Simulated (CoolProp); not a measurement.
Vapour-liquid equilibrium of R114 (1) + n-heptane (2) at 316.4 K; x and y are mole fractions of (1).

Model: multi-fluid Helmholtz-energy mixture model, Platzer 1990 and Span 2003; pair parameters Bell 2016, in CoolProp. This equation is an older, rougher fit; its heat capacities, sound speeds and derivatives of the liquid may be far off and weren't checked against measurements.

| x | bubble pressure, mixture model (MPa) | bubble pressure, Raoult's law (MPa) | y, mixture model | y, Raoult's law |
|---|---|---|---|---|
| 0.05 | 0.04181 | 0.03206 | 0.671 | 0.579 |
| 0.2 | 0.1167 | 0.08560 | 0.895 | 0.867 |
| 0.35 | 0.1771 | 0.1391 | 0.939 | 0.934 |
| 0.5 | 0.2252 | 0.1927 | 0.959 | 0.963 |
| 0.65 | 0.2662 | 0.2462 | 0.971 | 0.980 |
| 0.8 | 0.3066 | 0.2998 | 0.983 | 0.991 |
| 0.95 | 0.3531 | 0.3533 | 0.995 | 0.998 |

The largest gap from Raoult's law is +36.3 % in bubble pressure, at x = 0.2. No azeotrope shows between x = 0.05 and 0.95.

Pair parameters are fitted to limited data, so mixtures are less certain than the pure fluids.
